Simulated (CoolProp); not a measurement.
Computed with CoolProp (reference Helmholtz-energy equation of state, Gao 2022).

Problem. For n-perfluorobutane, give the phase and the cv (kJ/(kg K)), speed of sound (m/s), expansivity (1/kK) at 36.05 °C and 31.7 bar; 141.65 °C and 31.7 bar; 153.35 °C and 31.7 bar.

Solution. 
- 36.05 °C and 31.7 bar: liquid; cv 0.894, speed of sound 396, expansivity 2.60
- 141.65 °C and 31.7 bar: supercritical; cv 0.981, speed of sound 71.7, expansivity 22.3
- 153.35 °C and 31.7 bar: supercritical; cv 0.974, speed of sound 81.6, expansivity 13.1
